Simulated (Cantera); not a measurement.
**Thermodynamics of chlorosilane synthesis and conversion, feed Si + HCl + H2**

Input: 1 mol Si, 1.4 mol HCl, 5.8 mol H2, held at 1 atm.

Cantera equilibrium calculation (NASA polynomials, part measured and part estimated; ideal gas, pure solids and liquids). Candidate condensed phases: Si; 19 gas species. The tables' values for SiCl3 are old estimates; treat these amounts as uncertain. Equilibrium is a limit: real reactors are often held back by kinetics, nucleation or transport.

```tsv
T (K)	x H2	x HCl	x SiCl2	x SiCl4	x SiHCl3	x SiCl3	x SiH2Cl2	n Si(s)
725	0.941	0.000341	9.73e-8	0.0309	0.0263	3.51e-6	0.00156	0.600
800	0.941	0.00104	1.17e-6	0.0312	0.0256	1.81e-5	0.00169	0.602
875	0.939	0.00259	9.11e-6	0.0312	0.0248	7.01e-5	0.00180	0.606
950	0.937	0.00557	5.06e-5	0.0309	0.0239	0.000217	0.00187	0.612
1025	0.934	0.0106	0.000215	0.0301	0.0228	0.000557	0.00191	0.621
1100	0.928	0.0183	0.000735	0.0284	0.0212	0.00122	0.00190	0.634
1175	0.920	0.0289	0.00208	0.0256	0.0192	0.00233	0.00184	0.649
1250	0.909	0.0423	0.00496	0.0215	0.0164	0.00386	0.00171	0.665
1325	0.896	0.0573	0.0100	0.0163	0.0130	0.00548	0.00150	0.677
1400	0.883	0.0718	0.0172	0.0107	0.00931	0.00659	0.00122	0.683
1475	0.872	0.0836	0.0252	0.00599	0.00592	0.00667	0.000917	0.683
1550	0.864	0.0913	0.0322	0.00292	0.00340	0.00581	0.000645	0.679
```
x: gas mole fraction; n: condensed amount in mol.

From 725 K to 1550 K the condensed part is Si(s). The main Si-bearing gas is SiCl4 at 725 K and SiCl2 at 1550 K.
